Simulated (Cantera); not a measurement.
An isothermal, constant-pressure homogeneous reactor starts with H2 : O2 : N2 = 0.42 : 1 : 1.3 (molar parts), at 1073 K and 0.133 bar. Integrator tolerance rtol = 1e-08.

Cantera simulation using GRI-Mech 3.0 (53 species, 325 reactions); the numbers are that mechanism's predictions, not measurements. The temperature is held fixed by assumption; the heat of reaction is taken as removed at once.

What does this change do: temperature 1073 to 775 K?


```json
[
 {"quantity": "x(H2) at 300 s", "before": "5.47e-10 (gas-phase equilibrium 5.47e-10)", "after": "0.111 (gas-phase equilibrium <1e-12)"},
 {"quantity": "x(O2) at 300 s", "before": "0.315 (gas-phase equilibrium 0.315)", "after": "0.352 (gas-phase equilibrium 0.315)"},
 {"quantity": "x(NO2) at 300 s", "before": "1.73e-8 (gas-phase equilibrium 9.85e-7)", "after": "<1e-12 (gas-phase equilibrium 2.34e-7)"},
 {"quantity": "x(H2O) at 300 s", "before": "0.167 (gas-phase equilibrium 0.167)", "after": "0.0463 (gas-phase equilibrium 0.167)"},
 {"quantity": "x(N2O) at 300 s", "before": "5.32e-9 (gas-phase equilibrium 1.50e-9)", "after": "1.71e-10 (gas-phase equilibrium 4.27e-11)"}
]
```
Radical loss at walls, strong at low pressure, is not modelled. Below about 950 K walls govern HO2 and H2O2 in real vessels.
